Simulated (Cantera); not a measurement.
A freely propagating, adiabatic, planar premixed flame of 7.77 % CH4, 16.2 % O2, 76.1 % N2, equivalence ratio 0.96, unburnt at 350 K and 14000 Pa; mixture-averaged transport, grid criteria slope 0.08 and curve 0.16, no radiation.

Computed with Cantera and GRI-Mech 3.0 (53 species, 325 reactions). Burning velocities carry a grid error of a few per cent, more on coarse grids.

x: mole fraction of selected species; z is measured from the peak of heat release.

```
z (mm)  T (K)  u (m/s)     x CH4    x O2     x OH  x CH2CO     x CH3       x O
------  -----  -------  --------  ------  -------  -------  --------  --------
-8.54     350    0.525    0.0777   0.162    <1e-8    <1e-8     <1e-8     <1e-8
-5.69     350    0.526    0.0776   0.161    <1e-8    <1e-8   3.28e-8     <1e-8
-4.27     353    0.531    0.0773   0.161  1.50e-8    <1e-8   2.11e-7     <1e-8
-2.85     389    0.588    0.0751   0.159  1.49e-6  2.89e-8   3.07e-6   1.27e-7
-1.42     [?]     1.14       [?]     [?]      [?]      [?]       [?]       [?]
-0.712    [?]     1.75       [?]     [?]      [?]      [?]   0.00118       [?]
0        1488     2.32   0.00763  0.0575  0.00166  3.60e-5   0.00121  0.000888
0.712    1620     2.52  0.000589  0.0342  0.00407  4.97e-6  0.000127   0.00296
1.42     1650     2.56   2.35e-5  0.0262  0.00519  1.37e-7   5.32e-6   0.00399
2.85     1677     2.59   5.37e-8  0.0222  0.00568    <1e-8   1.32e-8   0.00417
5.69     1712     2.63     <1e-8  0.0202  0.00580    <1e-8     <1e-8   0.00383
11.4     1757     2.70     <1e-8  0.0187  0.00572    <1e-8     <1e-8   0.00320
22.8     1814     2.77     <1e-8  0.0168  0.00542    <1e-8     <1e-8   0.00240
```

Q: Complete the blanks.

A: 
- -1.42, T (K): 746
- -1.42, x CH4: 0.0556
- -1.42, x O2: 0.133
- -1.42, x OH: 3.71e-5
- -1.42, x CH2CO: 3.23e-6
- -1.42, x CH3: 0.000160
- -1.42, x O: 1.02e-5
- -0.712, T (K): 1132
- -0.712, x CH4: 0.0313
- -0.712, x O2: 0.0988
- -0.712, x OH: 0.000248
- -0.712, x CH2CO: 2.25e-5
- -0.712, x O: 0.000110
